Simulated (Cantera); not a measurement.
# Thermodynamics of silicon oxide and oxynitride deposition, feed SiF4 + H2O + N2

Input: 1 mol SiF4, 0.59 mol H2O, 38 mol N2, held at 10000 Pa.

Method: chemical equilibrium by Gibbs-energy minimisation in Cantera with the NASA 1993 tables (ideal gas, pure condensed phases). Candidate condensed phases: H2O, Si, SiO2, Si2N2O, Si3N4; 58 gas species. The tables' values for SiF3 are old estimates; treat these amounts as uncertain. The tables hold silica as quartz up to 1696 K and as liquid above; real silica turns to tridymite and cristobalite and melts near 1996 K. Equilibrium is a limit: real reactors are often held back by kinetics, nucleation or transport.

| T (K) | x N2 | x HF | x SiF4 | x H2O | n SiO2(β-quartz) | n SiO2(condensed) |
|---|---|---|---|---|---|---|
| 1650 | 0.953 | 0.0289 | 0.0178 | 0.000320 | 0.288 | 0 |
| 1675 | 0.953 | 0.0290 | 0.0178 | 0.000302 | 0.289 | 0 |
| 1700 | 0.953 | 0.0290 | 0.0178 | 0.000286 | 0 | 0.289 |
| 1725 | 0.953 | 0.0290 | 0.0178 | 0.000269 | 0 | 0.289 |
| 1750 | 0.953 | 0.0290 | 0.0178 | 0.000255 | 0 | 0.289 |
| 1775 | 0.953 | 0.0291 | 0.0178 | 0.000241 | 0 | 0.289 |
| 1800 | 0.953 | 0.0291 | 0.0178 | 0.000228 | 0 | 0.289 |
| 1825 | 0.953 | 0.0291 | 0.0177 | 0.000216 | 0 | 0.289 |
| 1850 | 0.953 | 0.0291 | 0.0177 | 0.000205 | 0 | 0.289 |
| 1875 | 0.953 | 0.0291 | 0.0177 | 0.000195 | 0 | 0.289 |
| 1900 | 0.953 | 0.0292 | 0.0177 | 0.000186 | 0 | 0.289 |
| 1925 | 0.953 | 0.0292 | 0.0176 | 0.000177 | 0 | 0.288 |
| 1950 | 0.953 | 0.0292 | 0.0176 | 0.000169 | 0 | 0.287 |
x: gas mole fraction; n: condensed amount in mol.

From 1650 K to 1675 K the condensed part is SiO2(β-quartz). From 1700 K to 1950 K the condensed part is SiO2(condensed). The main Si-bearing gas is SiF4 throughout.
